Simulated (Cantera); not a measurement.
SiO2 + CH4 + H2 (carbothermic reduction)

Feed: 1 mol SiO2, 1.1 mol CH4, 3.6 mol H2, held at 9.40 bar.

Equilibrium computed with Cantera from the NASA thermochemical tables; the gas is ideal and each condensed phase is pure. Candidate condensed phases: C, C6H6, C7H8, C8H18, H2O, Si, SiC, SiO2; 123 gas species. Mutual solubility and eutectic melting of coexisting phases are not modelled. The tables hold silica as quartz up to 1696 K and as liquid above; real silica turns to tridymite and cristobalite and melts near 1996 K. Rates play no part.

From 1252 °C to 1402 °C the condensed part is C(graphite) + SiC(s) + SiO2(β-quartz). From 1427 °C to 1502 °C the condensed part is C(graphite) + SiC(s) + SiO2(condensed). From 1527 °C to 1577 °C the condensed part is SiC(s) + SiO2(condensed). The main Si-bearing gas is SiO throughout.

```tsv
T (°C)	x H2	x CO	x CH4	x SiO	n C(graphite)	n SiC(s)	n SiO2(β-quartz)	n SiO2(condensed)
1252	0.976	0.00356	0.0204	7.72e-6	0.953	0.0102	0.990	0
1277	0.976	0.00520	0.0182	1.25e-5	0.950	0.0150	0.985	0
1302	0.976	0.00750	0.0163	1.98e-5	0.941	0.0217	0.978	0
1327	0.975	0.0107	0.0146	3.10e-5	0.922	0.0311	0.969	0
1352	0.972	0.0151	0.0130	4.79e-5	0.892	0.0440	0.956	0
1377	0.967	0.0211	0.0117	7.30e-5	0.845	0.0618	0.938	0
1402	0.960	0.0291	0.0104	0.000110	0.779	0.0861	0.913	0
1427	0.950	0.0398	0.00930	0.000163	0.686	0.119	0	0.880
1452	0.937	0.0537	0.00825	0.000238	0.559	0.163	0	0.836
1477	0.920	0.0718	0.00727	0.000344	0.385	0.222	0	0.776
1502	0.897	0.0952	0.00634	0.000492	0.149	0.302	0	0.694
1527	0.884	0.110	0.00517	0.000727	0	0.354	0	0.641
1552	0.884	0.110	0.00401	0.00111	0	0.356	0	0.637
1577	0.884	0.111	0.00312	0.00168	0	0.356	0	0.633
```
x: gas mole fraction; n: condensed amount in mol.
